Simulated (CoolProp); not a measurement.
Values from CoolProp's reference Helmholtz-energy equation of state, Thol 2012.

Question: For benzene, give the phase and the cp (kJ/(kg K)), cv (kJ/(kg K)), viscosity (µPa s), conductivity (mW/(m K)) at 346.85 °C and 8.92 MPa; 346.85 °C and 12.3 MPa.

Answer: 
- 346.85 °C and 8.92 MPa: supercritical; cp 3.91, cv 2.13, viscosity 35.1, conductivity 68.0
- 346.85 °C and 12.3 MPa: supercritical; cp 3.05, cv 2.09, viscosity 51.3, conductivity 72.1

Viscosity comes from a separate model (Avgeri 2014). Thermal conductivity comes from a separate model (Assael 2012).
